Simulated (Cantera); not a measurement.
An adiabatic, constant-volume homogeneous reactor starts with CH₄ : C₂H₆ : O₂ : N₂ : CO₂ = 1 : 0.14 : 3.11 : 11.7 : 3.3 (molar parts), equivalence ratio 0.80, at 1498 K and 5.00 bar. Integrator tolerance rtol = 1e-08.

Model: GRI-Mech 3.0 (53 species, 325 reactions), integrated in Cantera.

**Question.** What does this change do: pressure from 5.00 bar to 10.0 bar?

**Answer.** 
| quantity | before | after |
|---|---|---|
| time of steepest temperature rise | 84.7 µs | 52.6 µs |
| temperature at 0.600 s | 2651 K | 2687 K |
| equilibrium temperature | 2651 K | 2687 K |
| x(CH₄) at 0.600 s | <1e-12 (gas-phase equilibrium <1e-12) | <1e-12 (gas-phase equilibrium <1e-12) |
| x(C₂H₆) at 0.600 s | <1e-12 (gas-phase equilibrium <1e-12) | <1e-12 (gas-phase equilibrium <1e-12) |
| x(O₂) at 0.600 s | 0.0379 (gas-phase equilibrium 0.0379) | 0.0362 (gas-phase equilibrium 0.0362) |
| x(HCN) at 0.600 s | 3.91e-10 (gas-phase equilibrium 3.91e-10) | 5.32e-10 (gas-phase equilibrium 5.32e-10) |
| x(NO₂) at 0.600 s | 1.06e-5 (gas-phase equilibrium 1.06e-5) | 1.48e-5 (gas-phase equilibrium 1.48e-5) |
| x(H₂O) at 0.600 s | 0.116 (gas-phase equilibrium 0.116) | 0.117 (gas-phase equilibrium 0.117) |
| x(HO₂) at 0.600 s | 1.07e-5 (gas-phase equilibrium 1.07e-5) | 1.34e-5 (gas-phase equilibrium 1.34e-5) |

**Question.** What does this change do: constant pressure in place of constant volume?

**Answer.** 
| quantity | before | after |
|---|---|---|
| time of steepest temperature rise | 84.7 µs | 92.7 µs |
| temperature at 0.600 s | 2651 K | 2503 K |
| equilibrium temperature | 2651 K | 2503 K |
| x(CH₄) at 0.600 s | <1e-12 (gas-phase equilibrium <1e-12) | <1e-12 (gas-phase equilibrium <1e-12) |
| x(C₂H₆) at 0.600 s | <1e-12 (gas-phase equilibrium <1e-12) | <1e-12 (gas-phase equilibrium <1e-12) |
| x(O₂) at 0.600 s | 0.0379 (gas-phase equilibrium 0.0379) | 0.0357 (gas-phase equilibrium 0.0357) |
| x(HCN) at 0.600 s | 3.91e-10 (gas-phase equilibrium 3.91e-10) | 9.16e-11 (gas-phase equilibrium 9.16e-11) |
| x(NO₂) at 0.600 s | 1.06e-5 (gas-phase equilibrium 1.06e-5) | 6.78e-6 (gas-phase equilibrium 6.78e-6) |
| x(H₂O) at 0.600 s | 0.116 (gas-phase equilibrium 0.116) | 0.118 (gas-phase equilibrium 0.118) |
| x(HO₂) at 0.600 s | 1.07e-5 (gas-phase equilibrium 1.07e-5) | 6.21e-6 (gas-phase equilibrium 6.21e-6) |
